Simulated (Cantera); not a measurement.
Charge: 1 mol SiCl4, 45 mol N2, at 1350 °C and 75.0 Torr.

Cantera equilibrium calculation (NASA polynomials, part measured and part estimated; ideal gas, pure solids and liquids). Candidate condensed phases: Si, Si3N4; 13 gas species. The tables' values for SiCl3 are old estimates; treat these amounts as uncertain. Equilibrium is a limit: real reactors are often held back by kinetics, nucleation or transport.

Base state: N2 0.976, SiCl4 0.0197, Cl 0.00228, SiCl3 0.00168, SiCl2 0.000334, Cl2 3.29e-5 (mole fractions); condensed: gas only.

Q: What changes in the equilibrium state with this change: SiCl4 replaced by Si2H6?

A: 
```json
[
 {"species": "N2", "before": "0.976", "after": "0.936"},
 {"species": "H2", "before": "0", "after": "0.0643"},
 {"species": "H", "before": "0", "after": "5.54e-5"},
 {"species": "SiCl4", "before": "0.0197", "after": "0"},
 {"species": "Cl", "before": "0.00228", "after": "0"},
 {"species": "SiCl3", "before": "0.00168", "after": "0"},
 {"species": "SiCl2", "before": "0.000334", "after": "0"},
 {"species": "Cl2", "before": "3.29e-5", "after": "0"},
 {"species": "Si3N4(s), mol", "before": "0", "after": "0.667"}
]
```
The feed counts by its element totals alone.
